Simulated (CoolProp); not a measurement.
Saturation properties of CHF3 (R23) (Tc = 299.3 K, pc = 4.832 MPa, ω = 0.263).

Computed with CoolProp (reference Helmholtz-energy equation of state, Penoncello 2003).

| T (K) | p (MPa) | liquid density (kg/m³) | vapour density (kg/m³) | liquid cp (kJ/(kg K)) |
|---|---|---|---|---|
| 190.6 | 0.09825 | 1448 | 4.530 | 1.237 |
| 193.6 | 0.1166 | (withheld) | 5.321 | 1.242 |
| 196.6 | 0.1376 | 1425 | 6.216 | 1.248 |
| 199.5 | 0.1606 | 1413 | 7.190 | 1.254 |
| 202.5 | 0.1874 | 1401 | 8.320 | 1.261 |
| 205.5 | 0.2177 | 1389 | 9.585 | 1.268 |
| 208.4 | (withheld) | 1378 | 10.95 | 1.276 |
| 211.4 | 0.2880 | 1365 | 12.51 | 1.284 |
| 214.4 | 0.3299 | 1353 | 14.25 | 1.293 |
| 217.3 | 0.3746 | 1341 | 16.10 | 1.303 |
| 220.3 | 0.4257 | 1328 | 18.22 | 1.314 |
| 223.3 | 0.4819 | 1315 | 20.55 | 1.325 |
| 226.2 | 0.5414 | 1302 | 23.03 | (withheld) |
| 229.2 | 0.6086 | 1288 | 25.84 | 1.351 |

**Question.** Some entries are withheld; supply them.

**Answer.** 
- 193.6, liquid density (kg/m³): 1436
- 208.4, p (MPa): 0.2503
- 226.2, liquid cp (kJ/(kg K)): 1.338

It boils at 191.1 K under 1 atm.
